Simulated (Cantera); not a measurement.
Input (Python, Cantera) and output of one run.

```python
import numpy as np
import cantera as ct

gas_names = """
    H HO2 H2 H2O H2O2 H2S H2SO4 O OH O2 O3 S SH SO SO2 SO3 S2 S2O S8
""".split()
cond_names = """
    H2O(s) H2O(L) H2SO4(L) S(cr1) S(cr2) S(L)
""".split()


# ... load() reads the species with a 1 bar reference pressure and builds the phases ...
atoms = {
    'S': {'S': 1},
    'O2': {'O': 2},
    'H2': {'H': 2},
}
top_T = {}  # K; cautious upper limits of use, not melting points


# ... equilibrate(T, P, feed) seeds the gas with the atoms and calls Mixture.equilibrate('TP', solver="vcs", rtol=1e-11, max_steps=5000) ...
results = []
feed = {'S': 1, 'O2': 0.98, 'H2': 13}  # mol
T = 3473  # K
P = 11000  # Pa
mix = equilibrate(T, P, feed)
results.append((T, P, feed, dict(zip(mix.species_names, mix.species_moles))))
x = sorted(zip(gas.X, gas.species_names), reverse=True)
print(f"T = {T:g} K  P = {P:g} Pa  gas = {mix.phase_moles(0):.4g} mol")
print("   x: " + "  ".join(f"{s} {v:.3e}" for v, s in x if v > 1e-06))
print("   condensed (mol): " + ("  ".join(f"{mix.phase(i).name} {mix.phase_moles(i):.4g}"
      for i in range(1, mix.n_phases) if mix.phase_moles(i) > 1e-12) or "none"))
```

Output:

```
T = 3473 K  P = 11000 Pa  gas = 23.58 mol
   x: H 7.048e-01  H2 1.773e-01  O 4.474e-02  S 3.330e-02  OH 1.927e-02  H2O 1.068e-02  SO 5.951e-03  SH 2.561e-03  O2 1.039e-03  SO2 1.958e-04  S2 1.740e-04  H2S 4.572e-05
   condensed (mol): none
```

Equilibrium computed with Cantera from the NASA thermochemical tables; the gas is ideal and each condensed phase is pure.
